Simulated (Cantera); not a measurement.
An adiabatic, constant-pressure homogeneous reactor starts with CO : H2 : O2 : N2 : H2O = 1 : 0.13 : 0.869 : 3.27 : 0.53 (molar parts), equivalence ratio 0.65, at 1198 K and 1.01 bar. Integrator tolerance rtol = 1e-08.

Model: GRI-Mech 3.0 (53 species, 325 reactions), integrated in Cantera.

Q: What does this change do: initial temperature 1198 to 1725 K?

A: 
```csv
quantity,before,after
time of steepest temperature rise,0.151 ms,28.0 µs
temperature at 3.00 s,2424 K,2639 K
equilibrium temperature,2424 K,2639 K
x(CO) at 3.00 s,0.0172 (gas-phase equilibrium 0.0172),0.0415 (gas-phase equilibrium 0.0415)
x(H2) at 3.00 s,0.00197 (gas-phase equilibrium 0.00197),0.00473 (gas-phase equilibrium 0.00473)
x(O2) at 3.00 s,0.0589 (gas-phase equilibrium 0.0589),0.0652 (gas-phase equilibrium 0.0652)
x(HO2) at 3.00 s,4.90e-6 (gas-phase equilibrium 4.90e-6),8.70e-6 (gas-phase equilibrium 8.70e-6)
x(NO) at 3.00 s,0.00939 (gas-phase equilibrium 0.00939),0.0141 (gas-phase equilibrium 0.0141)
```
